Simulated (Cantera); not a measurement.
Charge: 1 mol Pb, 0.015 mol H2O, 150 mol H2, held at 1.13 Torr.

Equilibrium computed with Cantera from the NASA thermochemical tables; the gas is ideal and each condensed phase is pure. Candidate condensed phases: H2O, Pb, PbO, PbO2, Pb3O4; 12 gas species. Kinetics and transport are ignored. All values below are at 1750 °C.

Base state: H2 0.946, H 0.0477, Pb 0.00646, H2O 9.64e-5 (mole fractions); condensed: gas only.

**Question.** What changes in the equilibrium state with this change: pressure from 1.13 Torr to 19500 Torr?

**Answer.** 
```json
[
 {"species": "H2", "before": "0.946", "after": "0.993"},
 {"species": "Pb", "before": "0.00646", "after": "0.00661"},
 {"species": "H", "before": "0.0477", "after": "0.000371"},
 {"species": "H2O", "before": "9.64e-5", "after": "9.93e-5"}
]
```
